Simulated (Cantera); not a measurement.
Input (Python, Cantera) and output of one run.

```python
import numpy as np
import cantera as ct

gas_names = """
    H HO2 H2 H2O H2O2 O OH O2 O3 V VO VO2
""".split()
cond_names = """
    H2O(s) H2O(L) V(cr) V(L) VO(s) VO(L) V2O3(s) V2O3(L) V2O4(I) V2O4(II) V2O4(L) V2O5(s) V2O5(L)
""".split()


# ... load() reads the species with a 1 bar reference pressure and builds the phases ...
atoms = {
    'V2O3': {'V': 2, 'O': 3},
    'H2': {'H': 2},
}
top_T = {}  # K; cautious upper limits of use, not melting points


# ... equilibrate(T, P, feed) seeds the gas with the atoms and calls Mixture.equilibrate('TP', solver="vcs", rtol=1e-11, max_steps=5000) ...
results = []
feed = {'V2O3': 1, 'H2': 28}  # mol
P = 133.322  # Pa
for T in [775, 925, 1075, 1225, 1375, 1525, 1675, 1825]:
    mix = equilibrate(T, P, feed)
    results.append((T, P, feed, dict(zip(mix.species_names, mix.species_moles))))

top = {s: max(r[3][s] / sum(r[3][g] for g in gas_names) for r in results) for s in gas_names}
cols = sorted((s for s in top if top[s] > 0.0001), key=lambda s: -top[s])[:6]
seen = [c for c in cond_names if any(r[3].get(c, 0) > 1e-12 for r in results)]
print("log10 of partial pressures in bar; condensed amounts in mol")
print(f"{'T/K':>10s}" + "".join(f"{s[:9]:>10s}" for s in cols + seen))
for T, P, feed, n in results:
    ng = sum(n[g] for g in gas_names)
    print(f"{T:10.4g}" + "".join(f"{np.log10(max(n[s] / ng * P / 1e5, 1e-99)):10.3f}" for s in cols)
          + "".join(f"{n.get(c, 0):10.4g}" for c in seen))
```

It prints:

```
log10 of partial pressures in bar; condensed amounts in mol
       T/K        H2       H2O         H       VO2     VO(s)   V2O3(s)
       775    -2.875    -8.752   -13.441   -26.946 7.439e-05         1
       925    -2.875    -7.585   -11.022   -21.011  0.001092    0.9995
      1075    -2.875    -6.752    -9.271   -16.758  0.007427    0.9963
      1225    -2.875    -6.128    -7.944   -13.567   0.03126    0.9844
      1375    -2.876    -5.643    -6.903   -11.088   0.09553    0.9522
      1525    -2.877    -5.256    -6.065    -9.112    0.2333    0.8833
      1675    -2.880    -4.940    -5.375    -7.503    0.4838    0.7577
      1825    -2.887    -4.681    -4.800    -6.169    0.8942    0.5447
```

Equilibrium computed with Cantera from the NASA thermochemical tables; the gas is ideal and each condensed phase is pure. Mutual solubility and eutectic melting of coexisting phases are not modelled. VO: taken at fixed stoichiometry. Condensed phases not in the tables: the oxides between V2O3 and V2O5 other than VO2.
